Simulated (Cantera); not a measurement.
A Cantera script and what it prints.

```python
import numpy as np
import cantera as ct

gas_names = """
    C CH CH2 CH3 CH2OH CH3O CH4 CH3OH CO CO2 COOH C2 C2H CHCO,ketyl C2H2,acetylene C2H2,vinylidene
    CH2CO,ketene C2H3,vinyl CH3CO,acetyl C2H4 C2H4O,ethylen CH3CHO,ethanal CH3COOH (HCOOH)2 C2H5 C2H6
    CH3OCH3 C2H5OH C2O C3 C3H3,propargyl C3H4,allene C3H4,propyne C3H4,cyclo- C3H5,allyl C3H6,propylene
    C3H6,cyclo- C3H6O C3H7,n-propyl C3H7,i-propyl C3H8 C3H8O,1propanol C3H8O,2propanol C3O2 C4 C4H2
    C4H4,1,3-cyclo- C4H6,butadiene C4H6,2-butyne C4H6,cyclo- C4H8,1-butene C4H8,cis2-buten
    C4H8,tr2-butene C4H8,isobutene C4H8,cyclo- (CH3COOH)2 C4H9,n-butyl C4H9,i-butyl C4H9,s-butyl
    C4H9,t-butyl C4H10,isobutane C4H10,n-butane C5 C5H6,1,3cyclo- C5H8,cyclo- C5H10,1-pentene
    C5H10,cyclo- C5H11,pentyl C5H11,t-pentyl C5H12,n-pentane C5H12,i-pentane CH3C(CH3)2CH3 C6H2
    C6H5,phenyl C6H5O,phenoxy C6H6 C6H5OH,phenol C6H10,cyclo- C6H12,1-hexene C6H12,cyclo- C6H13,n-hexyl
    C7H7,benzyl C7H8 C7H8O,cresol C7H14,1-heptene C7H15,n-heptyl C7H16,n-heptane C8H8,styrene
    C8H10,ethylbenz C8H16,1-octene C8H17,n-octyl C8H18,isooctane C8H18,n-octane C9H19,n-nonyl
    C10H8,naphthale C10H21,n-decyl C12H9,o-bipheny C12H10,bipheny H HCO HO2 H2 HCHO,formaldehy HCOOH H2O
    H2O2 Mg MgH MgO MgOH MgO2H2 Mg2 O OH O2 O3
""".split()
cond_names = """
    C(gr) C6H6(L) C7H8(L) C8H18(L),n-octa H2O(s) H2O(L) Mg(cr) Mg(L) MgCO3(s) MgO(s) MgO(L) MgO2H2(s)
""".split()


def load(file, names, dense=False):
    # The tables refer to 1 bar. Condensed volumes are neglected.
    table = {s.name: s for s in ct.Species.list_from_file(file)}
    out = []
    for n in names:
        d = dict(table[n].input_data)
        d["thermo"] = dict(d["thermo"], **{"reference-pressure": 1e5})
        if dense:
            d["equation-of-state"] = {"model": "constant-volume", "density": "1e6 g/cm^3"}
        out.append(ct.Species.from_dict(d))
    return out


gas = ct.Solution(thermo="ideal-gas", species=load("nasa_gas.yaml", gas_names))
cond = {s.name: ct.Solution(thermo="fixed-stoichiometry", species=[s], name=s.name)
        for s in load("nasa_condensed.yaml", cond_names, dense=True)}
atoms = {
    'MgCO3': {'Mg': 1, 'C': 1, 'O': 3},
    'C': {'C': 1},
    'H2': {'H': 2},
}
top_T = {'C(gr)': 4500}  # K; cautious upper limits of use, not melting points


def equilibrate(T, P, feed):
    n = {}
    for name, mol in feed.items():
        for a, k in atoms[name].items():
            n[a] = n.get(a, 0.0) + k * mol
    gas.TPX = T, P, n
    mass = sum(n.values()) * gas.mean_molecular_weight
    gas.equilibrate("TP")
    valid = [c for c in cond.values() if c.min_temp <= T <= top_T.get(c.name, c.max_temp)]
    mix = ct.Mixture([(gas, mass / gas.mean_molecular_weight)] + [(c, 0.0) for c in valid])
    mix.T, mix.P = T, P
    mix.equilibrate("TP", solver="vcs", rtol=1e-11, max_steps=5000)
    return mix


results = []
feed = {'MgCO3': 1, 'C': 0.13, 'H2': 0.73}  # mol
T = 1973.15  # K
P = 13332.2  # Pa
mix = equilibrate(T, P, feed)
results.append((T, P, feed, dict(zip(mix.species_names, mix.species_moles))))
x = sorted(zip(gas.X, gas.species_names), reverse=True)
print(f"T = {T:g} K  P = {P:g} Pa  gas = {mix.phase_moles(0):.4g} mol")
print("   x: " + "  ".join(f"{s} {v:.3e}" for v, s in x if v > 0.0001))
print("   condensed (mol): " + ("  ".join(f"{mix.phase(i).name} {mix.phase_moles(i):.4g}"
      for i in range(1, mix.n_phases) if mix.phase_moles(i) > 1e-12) or "none"))
```

Result:

```
T = 1973.15 K  P = 13332.2 Pa  gas = 1.862 mol
   x: CO 4.083e-01  H2O 2.684e-01  CO2 1.987e-01  H2 1.230e-01  H 1.297e-03  OH 2.689e-04
   condensed (mol): MgO(s) 0.9999
```

Equilibrium computed with Cantera from the NASA thermochemical tables; the gas is ideal and each condensed phase is pure.
